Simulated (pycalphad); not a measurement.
Computed with pycalphad from the COST 507 light-alloy database (1999), at 1 atm. The database dates from 1999; later assessments differ in places, in temperatures and in the compounds included.

## Al-1.664Si (wt.%): equilibrium cooling sequence

```
T (°C)     phases above         phases below
------  ---------------  -------------------
650.4            LIQUID      FCC_A1 + LIQUID
577.0   FCC_A1 + LIQUID  DIAMOND_A4 + FCC_A1
```

Changes were sought between steps of 75 K, so a narrower field can be missed.

FCC_A1 is fcc; DIAMOND_A4 is diamond (Si).
